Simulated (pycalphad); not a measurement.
# Phase fractions of Ti-12.72Al-0.73C (at.%)

All values are pycalphad results on the COST 507 light-alloy database (1999) (1 atm), not direct measurements. The database dates from 1999; later assessments differ in places, in temperatures and in the compounds included. Not assessed as a whole: an extrapolation from subsystems, which can miss ternary compounds. Amounts are mole fractions of atoms. Diffusion is slow at the low end, where real alloys seldom reach equilibrium.

```tsv
T (K)	liquid	bcc	fcc	hcp	ALM_D019
1875	-	1.000	-	-	-
1725	-	0.995	0.005	-	-
1575	-	0.988	0.012	-	-
1425	-	0.984	0.016	-	-
1275	-	-	0.021	0.979	-
1125	-	-	0.021	0.979	-
975	-	-	0.020	0.980	-
825	-	-	0.020	0.849	0.131
675	-	-	0.020	0.732	0.248
525	-	-	0.020	0.671	0.310
```

Database names, with the compositions (at.%) that they take in these runs: ALM_D019: Ti 77-79 Al 21-23. The fcc model also describes the rock-salt carbide or nitride (TiC, TiN, HfC).
